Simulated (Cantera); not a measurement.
An adiabatic, constant-volume homogeneous reactor starts with 2.58 % CH4, 14.3 % O2, 83.1 % N2, equivalence ratio 0.36, at 1425 K and 6980 Torr.

Model: GRI-Mech 3.0 (53 species, 325 reactions), integrated in Cantera.

Q: Predict: time of steepest temperature rise; temperature at 1.00 s; equilibrium temperature; x(O2) at 1.00 s; x(H2) at 1.00 s; x(HO2) at 1.00 s.

A: 
- time of steepest temperature rise: 0.396 ms
- temperature at 1.00 s: 2119 K
- equilibrium temperature: 2119 K
- x(O2) at 1.00 s: 0.0880 (gas-phase equilibrium 0.0880)
- x(H2) at 1.00 s: 3.13e-5 (gas-phase equilibrium 3.13e-5)
- x(HO2) at 1.00 s: 3.20e-6 (gas-phase equilibrium 3.20e-6)
